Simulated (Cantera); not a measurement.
An isothermal, constant-pressure homogeneous reactor starts with 0.268 % CO, 7.22 % O₂, 0.0157 % H₂O, 92.5 % N₂, equivalence ratio 0.019, at 1425 K and 0.270 bar.

Detailed kinetics in Cantera: GRI-Mech 3.0 (53 species, 325 reactions).

One state of this run: x CO = 9.41e-6; x O₂ = 0.0709; x H₂O = 0.000150; x CO₂ = 0.00268; x OH = 1.35e-5; x H₂O₂ = 1.78e-10. x: mole fraction; the columns are a selection and need not sum to one.

**Question.** Which value of t (s) does it belong to?
A) 0.000910
B) 0.302
C) 0.0166
D) 1.29

**Answer.** B, 0.302
